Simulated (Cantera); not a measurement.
Feed: 1 mol B, 0.14 mol Cl₂, 2.5 mol HCl, held at 950 °C and 1000 Pa.

These are equilibrium values from Cantera (NASA tables, ideal gas, pure condensed phases), not measurements of a reactor. Candidate condensed phases: B; 13 gas species. The tables' values for BCl₂, BCl are old estimates; treat these amounts as uncertain. Gases not in the tables: BHCl₂. The numbers say what is thermodynamically allowed, not how fast it happens.

Base state: H₂ 0.399, BCl₃ 0.306, HCl 0.295, BCl₂ 0.000174, BCl 1.63e-5 (mole fractions); condensed: B(s).

Q: What changes in the equilibrium state with this change: B replaced by Fe₂O₃?

A: 
| species | before | after |
|---|---|---|
| HCl | 0.295 | 0.845 |
| H₂O | 0 | 0.0420 |
| FeCl₂ | 0 | 0.0419 |
| H₂ | 0.399 | 5.70e-8 |
| BCl₃ | 0.306 | 0 |
| Cl₂ | <1e-9 | 0.0235 |
| O₂ | 0 | 0.0225 |
| FeCl₃ | 0 | 0.0160 |
| BCl₂ | 0.000174 | 0 |
| BCl | 1.63e-5 | 0 |
| Cl | 1.21e-6 | 0.00917 |
| B(s), mol | 0.298 | 0 |
| Fe₂O₃(s), mol | 0 | 0.922 |
Further candidate phases: Fe, FeCl₂, FeCl₃, FeO, Fe(OH)₂, Fe(OH)₃, Fe₂O₃, Fe₃O₄, H₂O.

Q: What changes in the equilibrium state with this change: temperature from 950 °C to 825 °C?

A: 
| species | before | after |
|---|---|---|
| H₂ | 0.399 | 0.450 |
| BCl₃ | 0.306 | 0.342 |
| HCl | 0.295 | 0.208 |
| BCl | 1.63e-5 | 8.01e-7 |
| BCl₂ | 0.000174 | 2.32e-5 |
| B(s), mol | 0.298 | 0.230 |
The tables' values for BCl₂ are old estimates; treat these amounts as uncertain.
